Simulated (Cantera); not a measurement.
# Low-pressure radical oxidation in H2/O2

An isothermal, constant-pressure homogeneous reactor starts with 8.84 % H₂, 91.2 % O₂, at 1325 K and 160 Pa.

Cantera simulation using the H2/O2 subset of GRI-Mech 3.0, which has no nitrogen chemistry; the numbers are that mechanism's predictions, not measurements. Radical loss at walls, strong at low pressure, is not modelled. The temperature is held fixed by assumption; the heat of reaction is taken as removed at once.

```csv
t (s),x H₂,x O₂,x O,x H₂O₂,x OH,x HO₂,x H
0.000200,0.0884,0.912,4.93e-9,3.50e-12,4.52e-9,1.51e-8,1.14e-8
0.000796,0.0884,0.912,6.10e-8,5.50e-11,4.85e-8,6.00e-8,5.32e-8
0.00317,0.0884,0.912,5.59e-6,8.36e-10,4.18e-6,2.38e-7,3.82e-6
0.0126,0.00353,0.846,0.0518,1.82e-8,0.00909,4.66e-7,0.0189
0.0502,0.00234,0.844,0.0548,1.44e-8,0.00789,4.49e-7,0.0171
0.200,0.00222,0.848,0.0516,1.45e-8,0.00772,4.47e-7,0.0157
0.796,0.00182,0.861,0.0408,1.48e-8,0.00703,4.37e-7,0.0111
3.17,0.000847,0.887,0.0178,1.36e-8,0.00487,3.60e-7,0.00327
12.6,0.000126,0.904,0.00257,6.99e-9,0.00190,1.46e-7,0.000180
50.2,1.11e-5,0.907,0.000223,1.97e-9,0.000563,2.88e-8,4.63e-6
200,1.30e-6,0.907,2.62e-5,4.96e-10,0.000193,1.71e-8,1.86e-7
```
x: mole fraction; the columns are a selection and need not sum to one.

Equilibrium at this temperature and pressure: H₂ 3.28e-7, O₂ 0.907, O 6.60e-6, H₂O₂ 2.33e-10, OH 9.70e-5, HO₂ 2.72e-8, H 2.36e-8 (gas phase only).
